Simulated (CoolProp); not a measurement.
n-dodecane along the isobar 3 bar: Z from the reference equation and from simpler models built on Tc = 658.1 K, pc = 18.18 bar, ω = 0.574; each cubic takes its own stable root.

Computed with CoolProp (reference Helmholtz-energy equation of state, Lemmon 2004). It is a short technical equation, of lower accuracy than the large ones.

```tsv
T (K)	phase	reference
544.1	gas	0.8476
553.6	gas	0.8588
563.1	gas	0.8689
572.6	gas	0.8779
582.1	gas	0.8861
591.5	gas	0.8934
601	gas	0.9002
610.5	gas	0.9064
620	gas	0.9121
```

**Question.** How far does each simpler model (Redlich-Kwong, Soave-Redlich-Kwong) lie from the reference over these 9 states: mean and median of the absolute difference, and the worst?

**Answer.** 
- Redlich-Kwong: mean 3.5 %, median 3.3 %, worst +5.6 % at 544.1 K and 3 bar
- Soave-Redlich-Kwong: mean 2.2 %, median 2.0 %, worst +3.2 % at 544.1 K and 3 bar
